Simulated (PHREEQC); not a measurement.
Dissolve 0.2 mol HF, 0.0021 mol Na2HPO4, 0.021 mol NaCl and 0.019 mol HNO3 per kg of water at 25 °C. Closed to the air; pH follows from the charge balance.

Equilibrium calculation in PHREEQC: ion-association model, phreeqc.dat.

No solid was allowed to form.

Question: Estimate the pH, density.

Answer: pH 1.64; density 1.000 g/cm³.

Question: In which forms is F present?

Answer: HF 92 %, HF2- 4.7 %, F- 3.4 % of the F.
